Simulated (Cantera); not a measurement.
What does this Cantera script print?

```python
import numpy as np
import cantera as ct

gas_names = """
    H HO2 H2 H2O H2O2 O OH O2 O3 Si SiH SiH2 SiH3 SiH4 SiO SiO2 Si2 Si3
""".split()
cond_names = """
    H2O(s) H2O(L) Si(cr) Si(L) SiO2(Lqz) SiO2(hqz) SiO2(L)
""".split()


# ... load() reads the species with a 1 bar reference pressure and builds the phases ...
atoms = {
    'Si2H6': {'Si': 2, 'H': 6},
    'O2': {'O': 2},
}
top_T = {}  # K; cautious upper limits of use, not melting points


# ... equilibrate(T, P, feed) seeds the gas with the atoms and calls Mixture.equilibrate('TP', solver="vcs", rtol=1e-11, max_steps=5000) ...
results = []
T = 1400  # K
P = 130  # Pa
for m in [3.5, 4.8, 6, 7.3, 8.5, 9.8, 11, 12, 14, 15, 16]:
    feed = {'Si2H6': 1, 'O2': m}  # mol
    mix = equilibrate(T, P, feed)
    results.append((T, P, feed, dict(zip(mix.species_names, mix.species_moles))))
    x = sorted(zip(gas.X, gas.species_names), reverse=True)
    print(f"T = {T:g} K  P = {P:g} Pa  n(O2) = {m:g} mol  gas = {mix.phase_moles(0):.4g} mol")
    print("   x: " + "  ".join(f"{s} {v:.3e}" for v, s in x if v > 1e-06))
    print("   condensed (mol): " + ("  ".join(f"{mix.phase(i).name} {mix.phase_moles(i):.4g}"
          for i in range(1, mix.n_phases) if mix.phase_moles(i) > 1e-12) or "none"))
```

Result:

```
T = 1400 K  P = 130 Pa  n(O2) = 3.5 mol  gas = 3.001 mol
   x: H2O 9.989e-01  H2 6.961e-04  O2 3.233e-04  OH 1.015e-04  H 3.559e-06
   condensed (mol): SiO2(hqz) 2
T = 1400 K  P = 130 Pa  n(O2) = 4.8 mol  gas = 4.301 mol
   x: H2O 6.973e-01  O2 3.022e-01  OH 4.689e-04  H2 1.590e-05  O 1.443e-05
   condensed (mol): SiO2(hqz) 2
T = 1400 K  P = 130 Pa  n(O2) = 6 mol  gas = 5.501 mol
   x: H2O 5.451e-01  O2 4.544e-01  OH 4.591e-04  O 1.769e-05  H2 1.013e-05
   condensed (mol): SiO2(hqz) 2
T = 1400 K  P = 130 Pa  n(O2) = 7.3 mol  gas = 6.801 mol
   x: O2 5.586e-01  H2O 4.409e-01  OH 4.347e-04  O 1.962e-05  H2 7.392e-06
   condensed (mol): SiO2(hqz) 2
T = 1400 K  P = 130 Pa  n(O2) = 8.5 mol  gas = 8.001 mol
   x: O2 6.248e-01  H2O 3.747e-01  OH 4.122e-04  O 2.075e-05  H2 5.941e-06
   condensed (mol): SiO2(hqz) 2
T = 1400 K  P = 130 Pa  n(O2) = 9.8 mol  gas = 9.301 mol
   x: O2 6.772e-01  H2O 3.223e-01  OH 3.901e-04  O 2.160e-05  H2 4.908e-06
   condensed (mol): SiO2(hqz) 2
T = 1400 K  P = 130 Pa  n(O2) = 11 mol  gas = 10.5 mol
   x: O2 7.141e-01  H2O 2.855e-01  OH 3.720e-04  O 2.218e-05  H2 4.234e-06
   condensed (mol): SiO2(hqz) 2
T = 1400 K  P = 130 Pa  n(O2) = 12 mol  gas = 11.5 mol
   x: O2 7.390e-01  H2O 2.607e-01  OH 3.585e-04  O 2.256e-05  H2 3.800e-06
   condensed (mol): SiO2(hqz) 2
T = 1400 K  P = 130 Pa  n(O2) = 14 mol  gas = 13.5 mol
   x: O2 7.776e-01  H2O 2.220e-01  OH 3.351e-04  O 2.315e-05  H2 3.155e-06
   condensed (mol): SiO2(hqz) 2
T = 1400 K  P = 130 Pa  n(O2) = 15 mol  gas = 14.5 mol
   x: O2 7.929e-01  H2O 2.067e-01  OH 3.249e-04  O 2.337e-05  H2 2.909e-06
   condensed (mol): SiO2(hqz) 2
T = 1400 K  P = 130 Pa  n(O2) = 16 mol  gas = 15.5 mol
   x: O2 8.063e-01  H2O 1.934e-01  OH 3.156e-04  O 2.357e-05  H2 2.699e-06
   condensed (mol): SiO2(hqz) 2
```

These are equilibrium values from Cantera (NASA tables, ideal gas, pure condensed phases), not measurements of a reactor. The feed counts by its element totals alone. The tables hold silica as quartz up to 1696 K and as liquid above; real silica turns to tridymite and cristobalite and melts near 1996 K.
